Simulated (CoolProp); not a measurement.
c-C4F8 (RC318) along the isobar 3.83 bar: Z from the reference equation and from simpler models built on Tc = 388.4 K, pc = 27.78 bar, ω = 0.355; each cubic takes its own stable root.

Values from CoolProp's reference Helmholtz-energy equation of state, Platzer 1990. This equation is an older, rougher fit.

| T (K) | phase | reference | Pitzer virial | van der Waals | Redlich-Kwong |
|---|---|---|---|---|---|
| 340.9 | gas | 0.9241 | 0.9225 | 0.9411 | 0.9282 |
| 345.8 | gas | 0.9280 | 0.9264 | 0.9432 | 0.9312 |
| 350.6 | gas | 0.9316 | 0.9300 | 0.9451 | 0.9340 |
| 355.5 | gas | 0.9350 | 0.9334 | 0.9470 | 0.9367 |
| 360.4 | gas | 0.9382 | 0.9366 | 0.9488 | 0.9393 |
| 365.2 | gas | 0.9411 | 0.9395 | 0.9504 | 0.9416 |
| 370.1 | gas | 0.9439 | 0.9424 | 0.9521 | 0.9439 |
| 374.9 | gas | 0.9465 | 0.9450 | 0.9536 | 0.9461 |
| 379.8 | gas | 0.9489 | 0.9475 | 0.9551 | 0.9482 |
| 384.6 | gas | 0.9512 | 0.9499 | 0.9565 | 0.9501 |
| 389.5 | gas | 0.9534 | 0.9521 | 0.9579 | 0.9520 |
| 394.3 | gas | 0.9555 | 0.9542 | 0.9592 | 0.9537 |
| 399.2 | gas | 0.9574 | 0.9563 | 0.9604 | 0.9554 |
| 404 | gas | 0.9593 | 0.9582 | 0.9616 | 0.9570 |
| 408.9 | gas | 0.9610 | 0.9600 | 0.9628 | 0.9585 |
